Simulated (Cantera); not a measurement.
Cantera run:

```python
import numpy as np
import cantera as ct

gas_names = """
    AL ALCL ALCL2 ALCL3 ALH ALO ALOCL ALOH ALO2 ALO2H AL2 AL2CL6 AL2O AL2O2 CL CLO CL2 H HALO HCL HOCL
    HO2 H2 H2O H2O2 O OH O2 O3
""".split()
cond_names = """
    AL(cr) AL(L) ALCL3(s) ALCL3(L) AL2O3(a) AL2O3(L) H2O(s) H2O(L)
""".split()


# ... load() reads the species with a 1 bar reference pressure and builds the phases ...
atoms = {
    'AlCl3': {'AL': 1, 'CL': 3},
    'HCl': {'H': 1, 'CL': 1},
    'H2': {'H': 2},
    'O2': {'O': 2},
}
top_T = {}  # K; cautious upper limits of use, not melting points


# ... equilibrate(T, P, feed) seeds the gas with the atoms and calls Mixture.equilibrate('TP', solver="vcs", rtol=1e-11, max_steps=5000) ...
results = []
feed = {'AlCl3': 1, 'HCl': 0.64, 'H2': 1.2, 'O2': 0.94}  # mol
P = 33  # Pa
for T in [773, 873, 973, 1073, 1173, 1273, 1373, 1473, 1573, 1673, 1773, 1873, 1973]:
    mix = equilibrate(T, P, feed)
    results.append((T, P, feed, dict(zip(mix.species_names, mix.species_moles))))
    x = sorted(zip(gas.X, gas.species_names), reverse=True)
    print(f"T = {T:g} K  P = {P:g} Pa  gas = {mix.phase_moles(0):.4g} mol")
    print("   x: " + "  ".join(f"{s} {v:.3e}" for v, s in x if v > 0.001))
    print("   condensed (mol): " + ("  ".join(f"{mix.phase(i).name} {mix.phase_moles(i):.4g}"
          for i in range(1, mix.n_phases) if mix.phase_moles(i) > 1e-12) or "none"))
```

Output:

```
T = 773 K  P = 33 Pa  gas = 3.455 mol
   x: HCL 7.931e-01  CL2 1.301e-01  H2O 4.335e-02  O2 3.331e-02
   condensed (mol): AL2O3(a) 0.5
T = 873 K  P = 33 Pa  gas = 3.492 mol
   x: HCL 8.254e-01  CL2 1.081e-01  O2 4.312e-02  H2O 2.258e-02
   condensed (mol): AL2O3(a) 0.5
T = 973 K  P = 33 Pa  gas = 3.516 mol
   x: HCL 8.402e-01  CL2 9.529e-02  O2 4.796e-02  H2O 1.215e-02  CL 4.360e-03
   condensed (mol): AL2O3(a) 0.5
T = 1073 K  P = 33 Pa  gas = 3.547 mol
   x: HCL 8.425e-01  CL2 8.325e-02  O2 4.995e-02  CL 1.708e-02  H2O 7.222e-03
   condensed (mol): AL2O3(a) 0.5
T = 1173 K  P = 33 Pa  gas = 3.609 mol
   x: HCL 8.318e-01  CL2 6.372e-02  O2 5.003e-02  CL 4.922e-02  H2O 5.222e-03
   condensed (mol): AL2O3(a) 0.5
T = 1273 K  P = 33 Pa  gas = 3.707 mol
   x: HCL 8.093e-01  CL 1.010e-01  O2 4.856e-02  CL2 3.578e-02  H2O 5.370e-03
   condensed (mol): AL2O3(a) 0.5
T = 1373 K  P = 33 Pa  gas = 3.794 mol
   x: HCL 7.841e-01  CL 1.479e-01  O2 4.579e-02  CL2 1.365e-02  H2O 8.513e-03
   condensed (mol): AL2O3(a) 0.5
T = 1473 K  P = 33 Pa  gas = 3.844 mol
   x: HCL 7.586e-01  CL 1.793e-01  O2 4.131e-02  H2O 1.607e-02  CL2 4.502e-03
   condensed (mol): AL2O3(a) 0.5
T = 1573 K  P = 33 Pa  gas = 3.878 mol
   x: HCL 7.281e-01  CL 2.072e-01  O2 3.493e-02  H2O 2.764e-02  CL2 1.624e-03
   condensed (mol): AL2O3(a) 0.5
T = 1673 K  P = 33 Pa  gas = 3.911 mol
   x: HCL 6.934e-01  CL 2.359e-01  H2O 4.124e-02  O2 2.737e-02
   condensed (mol): AL2O3(a) 0.5
T = 1773 K  P = 33 Pa  gas = 3.947 mol
   x: HCL 6.572e-01  CL 2.645e-01  H2O 5.454e-02  O2 1.962e-02  OH 1.770e-03
   condensed (mol): AL2O3(a) 0.5
T = 1873 K  P = 33 Pa  gas = 3.989 mol
   x: HCL 6.203e-01  CL 2.918e-01  H2O 6.501e-02  O2 1.283e-02  H2 3.273e-03  OH 3.134e-03  H 2.033e-03  O 1.474e-03
   condensed (mol): AL2O3(a) 0.4999
T = 1973 K  P = 33 Pa  gas = 4.058 mol
   x: HCL 5.768e-01  CL 3.198e-01  H2O 6.993e-02  H2 1.003e-02  O2 8.109e-03  H 7.438e-03  OH 4.924e-03  O 2.688e-03
   condensed (mol): AL2O3(a) 0.4996
```

Method: chemical equilibrium by Gibbs-energy minimisation in Cantera with the NASA 1993 tables (ideal gas, pure condensed phases). Condensed phases not in the tables: AlOCl.
